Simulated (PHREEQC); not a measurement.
Consider water at 25 °C with 0.39 mol CuCl2 and 0.0012 mol HBF4 per kg of water. Closed to the air; pH follows from the charge balance.

The numbers come from PHREEQC with the ion-association model, phreeqc.dat.

| Property | Value |
|---|---|
| pH | 2.75 |
| ionic strength | 0.932 mol/kgw |
| activity of water | 0.982 |
| density | 1.043 g/cm³ |
| total alkalinity | -4.80 meq/kg |

```json
[
 {"species": "Cl-", "molality": "0.655", "activity": "0.401", "log γ": "-0.213"},
 {"species": "Cu+2", "molality": "0.275", "activity": "0.0577", "log γ": "-0.679"},
 {"species": "CuCl+", "molality": "0.103", "activity": "0.0624", "log γ": "-0.217"},
 {"species": "CuCl2", "molality": "0.0108", "activity": "0.0134", "log γ": "0.093"},
 {"species": "H+", "molality": "0.00239", "activity": "0.00178", "log γ": "-0.128"},
 {"species": "HF", "molality": "0.00142", "activity": "0.00176", "log γ": "0.093"},
 {"species": "F-", "molality": "0.00112", "activity": "0.000656", "log γ": "-0.233"},
 {"species": "CuF+", "molality": "0.000884", "activity": "0.000690", "log γ": "-0.108"},
 {"species": "H3BO3", "molality": "0.000822", "activity": "0.00102", "log γ": "0.093"},
 {"species": "BF4-", "molality": "0.000277", "activity": "0.000216", "log γ": "-0.108"},
 {"species": "BF3OH-", "molality": "5.70e-5", "activity": "4.44e-5", "log γ": "-0.108"},
 {"species": "BF2(OH)2-", "molality": "4.36e-5", "activity": "3.40e-5", "log γ": "-0.108"}
]
```

This is a speciation only: nothing precipitates in the calculation. The ionic strength is past about 0.7 mol/kgw, beyond the range of this activity model, so the values are rough. Species that the database lacks are ignored. Real BF4- forms and hydrolyses slowly; the run takes it at equilibrium.
